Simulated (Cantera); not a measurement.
Stirred combustor or abatement burner

A perfectly stirred reactor is fed with CO : H2 : O2 : N2 = 1 : 0.75 : 1.63 : 6.11 (molar parts), equivalence ratio 0.54, at 533 Torr; it is adiabatic with a 750 K inlet, and is followed from long to short residence time, starting on the burning branch (τ in s: 0.36, 0.12, 0.041, 0.014, 0.0045, 0.0015, 0.00051, 0.00017, 5.7e-05, 1.9e-05, 6.4e-06).

Detailed kinetics in Cantera: GRI-Mech 3.0 (53 species, 325 reactions).

| τ (s) | T (K) | x CO | x H2 | x O2 | x H | x OH | x HO2 |
|---|---|---|---|---|---|---|---|
| 0.36 | 2130 | 0.00207 | 0.000302 | 0.0862 | 9.25e-5 | 0.00327 | 2.02e-6 |
| 0.12 | 2125 | 0.00270 | 0.000389 | 0.0870 | 0.000136 | 0.00369 | 2.04e-6 |
| 0.041 | 2107 | 0.00420 | 0.000607 | 0.0876 | 0.000269 | 0.00452 | 2.19e-6 |
| 0.014 | 2067 | 0.00724 | 0.00107 | 0.0884 | 0.000658 | 0.00578 | 2.88e-6 |
| 0.0045 | 1995 | 0.0125 | 0.00194 | 0.0898 | 0.00174 | 0.00722 | 4.87e-6 |
| 0.0015 | 1890 | 0.0193 | 0.00319 | 0.0919 | 0.00413 | 0.00819 | 8.68e-6 |
| 0.00051 | 1749 | 0.0277 | 0.00470 | 0.0949 | 0.00848 | 0.00815 | 1.45e-5 |
| 0.00017 | 1557 | 0.0424 | 0.00648 | 0.102 | 0.0141 | 0.00661 | 2.38e-5 |
| 5.7e-5 | 1270 | 0.0775 | 0.0154 | 0.127 | 0.0137 | 0.00355 | 4.81e-5 |
| 1.9e-5 | 750 | 0.105 | 0.0790 | 0.172 | <1e-12 | <1e-12 | <1e-12 |
| 6.4e-6 | 750 | 0.105 | 0.0790 | 0.172 | <1e-12 | <1e-12 | <1e-12 |
x: mole fraction; the columns are a selection and need not sum to one.
